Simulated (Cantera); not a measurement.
# Adiabatic ignition

An adiabatic, constant-pressure homogeneous reactor starts with CO : H₂ : CH₄ : O₂ : N₂ = 1 : 0.048 : 0.68 : 1.35 : 5.06 (molar parts), equivalence ratio 1.4, at 1300 K and 24.0 bar.

Cantera simulation using GRI-Mech 3.0 (53 species, 325 reactions); the numbers are that mechanism's predictions, not measurements. The pressure lies above the range GRI-Mech 3.0 was tuned for (to about 10 atm).

```tsv
t (s)	T (K)	x CO	x H₂	x CH₄	x NO₂	x H
4.00e-6	1300	0.123	0.00590	0.0836	<1e-12	3.42e-9
1.10e-5	1300	0.123	0.00590	0.0836	<1e-12	1.02e-8
3.05e-5	1300	0.123	0.00589	0.0835	<1e-12	3.41e-8
8.42e-5	1302	0.123	0.00584	0.0833	<1e-12	5.68e-8
0.000233	1311	0.122	0.00569	0.0825	<1e-12	8.71e-8
0.000642	1429	0.121	0.00649	0.0714	7.42e-12	1.43e-6
0.00177	2849	0.112	0.0243	5.87e-12	5.28e-7	0.00311
0.00490	2849	0.112	0.0243	5.87e-12	5.28e-7	0.00311
0.0135	2849	0.112	0.0243	5.87e-12	5.28e-7	0.00311
0.0374	2849	0.112	0.0243	5.87e-12	5.28e-7	0.00311
0.103	2849	0.112	0.0243	5.87e-12	5.28e-7	0.00311
0.285	2849	0.112	0.0243	5.87e-12	5.28e-7	0.00311
0.787	2849	0.112	0.0243	5.87e-12	5.28e-7	0.00311
2.17	2849	0.112	0.0243	5.87e-12	5.28e-7	0.00311
6.00	2849	0.112	0.0243	5.87e-12	5.28e-7	0.00311
```
x: mole fraction; the columns are a selection and need not sum to one.

```yaml
time_of_steepest_temperature_rise: 0.694 ms
temperature at 6.00 s: 2849 K
equilibrium_temperature: 2849 K
x(CO) at 6.00 s: 0.112 (gas-phase equilibrium 0.112)
x(H₂) at 6.00 s: 0.0243 (gas-phase equilibrium 0.0243)
x(CH₄) at 6.00 s: 5.87e-12 (gas-phase equilibrium 6.77e-12)
```
